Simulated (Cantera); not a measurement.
Thermodynamics of titanium nitride, carbide and oxide coatings, feed Ti + C3H8 + H2

A closed system holds: 1 mol Ti, 1 mol C3H8, 11 mol H2, equilibrated at 1.00 bar.

These are equilibrium values from Cantera (NASA tables, ideal gas, pure condensed phases), not measurements of a reactor. Candidate condensed phases: C, C6H6, C7H8, C8H18, Ti, TiC; 77 gas species. TiC: taken at fixed stoichiometry. Equilibrium is a limit: real reactors are often held back by kinetics, nucleation or transport.

| T (K) | log p H2 | log p H | log p C2H2 (acetylene) | log p CH4 | log p CH3 | log p C2H4 | log p C4H2 | n C(graphite) | n TiC(s) |
|---|---|---|---|---|---|---|---|---|---|
| 1698 | 0.00 | -3.84 | -4.14 | -2.96 | -5.49 | -5.45 | -8.69 | 1.98 | 1.00 |
| 1773 | 0.00 | -3.55 | -3.85 | -3.08 | -5.31 | -5.40 | -8.11 | 1.98 | 1.00 |
| 1848 | 0.00 | -3.28 | -3.59 | -3.18 | -5.15 | -5.36 | -7.58 | 1.98 | 1.00 |
| 1923 | 0.00 | -3.03 | -3.35 | -3.28 | -5.01 | -5.32 | -7.09 | 1.98 | 1.00 |
| 1998 | 0.00 | -2.80 | -3.12 | -3.37 | -4.87 | -5.29 | -6.64 | 1.97 | 1.00 |
| 2073 | 0.00 | -2.58 | -2.91 | -3.46 | -4.74 | -5.26 | -6.22 | 1.96 | 1.00 |
| 2148 | 0.00 | -2.38 | -2.72 | -3.54 | -4.63 | -5.23 | -5.83 | 1.94 | 1.00 |
| 2223 | 0.00 | -2.20 | -2.54 | -3.61 | -4.52 | -5.20 | -5.47 | 1.91 | 1.000 |
log p: log10 of the partial pressure in bar; n: condensed amount in mol.

From 1698 K to 2223 K the condensed part is C(graphite) + TiC(s).
